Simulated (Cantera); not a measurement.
What does this Cantera script print?

```python
import numpy as np
import cantera as ct

surf = ct.Interface("diamond.yaml", "diamond_100")
gas, bulk = surf.adjacent["gas"], surf.adjacent["diamond"]
k = surf.kinetics_species_index(bulk.species_names[0])
cover = ["c6HH", "c6H*", "c6*H", "c6**", "c6HM", "c6B"]

rows, drift = [], 0.0
print(f"{'xH':>10s}{'um/h':>11s}" + "".join(f"{s:>11s}" for s in cover))
for v in [0.0001, 0.00022, 0.0005, 0.0011, 0.0025, 0.0055, 0.012, 0.027, 0.061]:
    T, P, xH, xCH3 = 1098, 18000, v, 0.001
    gas.TPX = T, P, {"H": xH, "CH3": xCH3, "CH4": 0.0068, "H2": 1 - xH - xCH3 - 0.0068}
    surf.TP = bulk.TP = T, P
    surf.coverages = "c6H*:0.1, c6HH:0.9"
    surf.advance_coverages(100.0)
    before = surf.coverages
    surf.advance_coverages(100.0)
    drift = max(drift, np.max(np.abs(surf.coverages - before) / (surf.coverages + 1e-9)))
    rate = surf.net_production_rates[k] * bulk.mean_molecular_weight / bulk.density * 3.6e9
    rows.append([rate, *surf[cover].coverages])
    print(f"{v:10.4g}{rate:11.4e}" + "".join(f"{x:11.3e}" for x in rows[-1][1:]))
```

It prints:

```
        xH       um/h       c6HH       c6H*       c6*H       c6**       c6HM        c6B
    0.0001 9.0491e+00  3.957e-01  1.461e-02  2.326e-01  1.896e-03  2.321e-01  2.456e-08
   0.00022 1.9771e+01  3.690e-01  1.619e-02  2.577e-01  3.732e-03  2.312e-01  5.365e-08
    0.0005 3.9498e+01  3.747e-01  1.815e-02  2.887e-01  6.590e-03  2.044e-01  1.072e-07
    0.0011 6.6142e+01  4.036e-01  2.061e-02  3.277e-01  9.943e-03  1.563e-01  1.795e-07
    0.0025 9.5064e+01  4.423e-01  2.333e-02  3.702e-01  1.328e-02  9.917e-02  2.580e-07
    0.0055 1.1653e+02  4.730e-01  2.544e-02  4.018e-01  1.566e-02  5.534e-02  3.162e-07
     0.012 1.2976e+02  4.921e-01  2.691e-02  4.209e-01  1.712e-02  2.826e-02  3.521e-07
     0.027 1.3740e+02  5.027e-01  2.816e-02  4.310e-01  1.800e-02  1.330e-02  3.729e-07
     0.061 1.4203e+02  5.077e-01  2.979e-02  4.347e-01  1.862e-02  6.082e-03  3.854e-07
```

Computed with Cantera and the Harris–Goodwin 1993 mechanism for the reconstructed diamond (100) surface.
